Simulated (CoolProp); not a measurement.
Properties of n-perfluorohexane along the isobar 2140 kPa (Tc = 174.9 °C, pc = 1742 kPa, ω = 0.497).

Computed with CoolProp (reference Helmholtz-energy equation of state, Gao 2022).

| T (°C) | phase | density (kg/m³) | expansivity (1/kK) | fugacity coefficient |
|---|---|---|---|---|
| -42.75 | liquid | 1871 | 1.460 | 0.0002693 |
| -18.35 | liquid | 1805 | (withheld) | (withheld) |
| 6.05 | liquid | 1738 | (withheld) | 0.006585 |
| 30.45 | liquid | 1670 | 1.705 | 0.01996 |
| 54.85 | liquid | (withheld) | 1.893 | 0.04852 |
| 79.25 | liquid | 1521 | 2.182 | (withheld) |
| 103.65 | liquid | 1435 | (withheld) | (withheld) |
| 128.05 | liquid | 1332 | 3.525 | 0.2854 |
| 152.45 | liquid | 1197 | 5.630 | 0.4178 |
| 176.85 | supercritical | 947.9 | 19.21 | 0.5625 |

**Question.** Some entries are withheld; supply them.

**Answer.** 
- -18.35, expansivity (1/kK): 1.503
- -18.35, fugacity coefficient: 0.001623
- 6.05, expansivity (1/kK): 1.581
- 54.85, density (kg/m³): 1599
- 79.25, fugacity coefficient: 0.09941
- 103.65, expansivity (1/kK): 2.654
- 103.65, fugacity coefficient: 0.1779
